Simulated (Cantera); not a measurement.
# Catalytic combustion on Pt

An isothermal plug-flow reactor at 1025 K and 900 Torr (inlet), inlet velocity 0.27 m/s, active area per volume 230 1/m; feed CH4 : O2 : N2 = 0.0052 : 0.06 : 0.79 (molar parts).

Cantera simulation using Deutschmann's 1995 Pt surface mechanism with GRI-Mech 3.0 gas chemistry; the numbers are that mechanism's predictions, not measurements. Catalytic surfaces can have several steady states; this one follows from the mechanism file's or the stated starting coverage. Mass transfer to the wall is taken as infinitely fast.

```csv
z (m),x CH4,x O2,x H2O,x CO2,x CO,θ free Pt,θ O*,θ OH*
0.0006,0.00576,0.0695,0.000638,0.000316,3.41e-6,0.236,0.763,0.000513
0.0011,0.00551,0.0690,0.00115,0.000569,3.27e-6,0.236,0.763,0.000671
0.0019,0.00512,0.0682,0.00191,0.000953,3.04e-6,0.237,0.762,0.000856
0.0034,0.00446,0.0669,0.00322,0.00161,2.66e-6,0.237,0.761,0.00110
0.006,0.00351,0.0650,0.00512,0.00255,2.10e-6,0.239,0.760,0.00139
0.011,0.00219,0.0624,0.00773,0.00386,1.33e-6,0.240,0.758,0.00170
0.019,0.00101,0.0601,0.0101,0.00501,6.61e-7,0.242,0.756,0.00194
0.034,0.000224,0.0585,0.0116,0.00578,2.36e-7,0.243,0.755,0.00209
0.06,1.58e-5,0.0581,0.0121,0.00601,4.86e-8,0.243,0.755,0.00213
```
x: gas mole fraction; θ: surface coverage.
